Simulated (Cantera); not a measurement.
An adiabatic, constant-volume homogeneous reactor starts with CH₄ : C₂H₆ : C₃H₈ : O₂ : N₂ = 1 : 0.17 : 0.2 : 1.63 : 6.14 (molar parts), at 1648 K and 2100 Torr.

Cantera simulation using GRI-Mech 3.0 (53 species, 325 reactions); the numbers are that mechanism's predictions, not measurements. GRI-Mech 3.0 was tuned for natural gas; its chemistry of propane as a main component is partial and can be far from experiment.

x: mole fraction; the columns are a selection and need not sum to one.

```tsv
t (s)	T (K)	P (bar)	x CH₄	x C₂H₆	x C₃H₈	x OH	x H
4.00e-6	1633	2.79	0.107	0.0172	0.0179	3.71e-5	4.68e-5
8.66e-6	1651	2.85	0.103	0.0154	0.0124	6.30e-5	7.83e-5
1.88e-5	1960	3.61	0.0669	0.00291	0.000262	0.000413	0.000783
4.06e-5	2864	6.11	___	5.44e-11	<1e-12	___	___
8.80e-5	2840	6.07	3.89e-10	<1e-12	<1e-12	0.00260	0.0162
0.000191	2841	6.08	3.28e-10	<1e-12	<1e-12	0.00262	0.0163
0.000413	2842	6.08	3.21e-10	<1e-12	<1e-12	0.00264	0.0164
0.000894	2842	6.08	3.19e-10	<1e-12	<1e-12	0.00264	0.0164
0.00194	2842	6.08	3.19e-10	<1e-12	<1e-12	0.00264	0.0164
0.00420	2842	6.08	3.19e-10	<1e-12	<1e-12	0.00264	0.0164
0.00909	2842	6.08	3.19e-10	<1e-12	<1e-12	0.00264	0.0164
0.0197	2842	6.08	3.19e-10	<1e-12	<1e-12	0.00264	0.0164
0.0426	2842	6.08	3.19e-10	<1e-12	<1e-12	0.00264	0.0164
0.0923	2842	6.08	3.19e-10	<1e-12	<1e-12	0.00264	0.0164
0.200	2842	6.08	3.19e-10	<1e-12	<1e-12	0.00264	0.0164
```

Task: Complete the blanks.

Result: 
- 4.06e-5, x CH₄: 1.78e-5
- 4.06e-5, x OH: 0.00225
- 4.06e-5, x H: 0.0136
